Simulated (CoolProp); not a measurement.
Saturation properties of carbon monoxide.

The numbers come from the reference Helmholtz-energy equation of state, Lemmon 2006 in CoolProp. It is a short technical equation, of lower accuracy than the large ones.

| T (K) | p (MPa) | liquid cp (kJ/(kg K)) | vapour Z | surface tension (mN/m) |
|---|---|---|---|---|
| 92.2 | ___ | 2.207 | 0.9130 | 7.30 |
| 96.2 | 0.4063 | 2.250 | 0.8900 | 6.48 |
| 100.3 | 0.5566 | 2.311 | 0.8628 | 5.66 |
| 104.3 | 0.7384 | 2.391 | 0.8326 | 4.87 |
| 108.3 | 0.9596 | 2.500 | 0.7984 | 4.09 |
| 112.4 | 1.232 | 2.657 | 0.7586 | 3.32 |
| 116.4 | 1.547 | 2.884 | 0.7144 | 2.59 |
| 120.5 | 1.926 | ___ | 0.6619 | 1.86 |
| 124.5 | 2.357 | 3.964 | 0.6006 | 1.19 |
| 128.5 | 2.857 | 5.914 | ___ | 0.563 |

### Question
What belongs in the gaps?

### Answer

- 92.2, p (MPa): 0.2906
- 120.5, liquid cp (kJ/(kg K)): 3.260
- 128.5, vapour Z: 0.5213

It boils at 81.6 K under 1 atm.

Surface tension comes from a separate correlation (Mulero 2012).
